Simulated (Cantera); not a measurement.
A closed system holds: 1 mol SiO₂, 0.15 mol Si, 3.2 mol N₂, held at 10.5 Torr.

Method: chemical equilibrium by Gibbs-energy minimisation in Cantera with the NASA 1993 tables (ideal gas, pure condensed phases). Candidate condensed phases: Si, SiO₂, Si₂N₂O, Si₃N₄; 30 gas species. Ions and electrons are included (thermal ionisation). The tables hold silica as quartz up to 1696 K and as liquid above; real silica turns to tridymite and cristobalite and melts near 1996 K. The numbers say what is thermodynamically allowed, not how fast it happens.

Problem. Which condensed phases are stable at each of these points (T (°C)): 1727, 2227, 2727, 3227, 3727, 4227, 4727?

Solution. 
| T (°C) | condensed phases | Si condensed (%) |
|---|---|---|
| 1727 | SiO₂(l) | 73.9 |
| 2227 | gas only | 0.0 |
| 2727 | gas only | 0.0 |
| 3227 | gas only | 0.0 |
| 3727 | gas only | 0.0 |
| 4227 | gas only | 0.0 |
| 4727 | gas only | 0.0 |

At 1727 °C the condensed part is SiO₂(l). From 2227 °C to 4727 °C nothing is condensed.
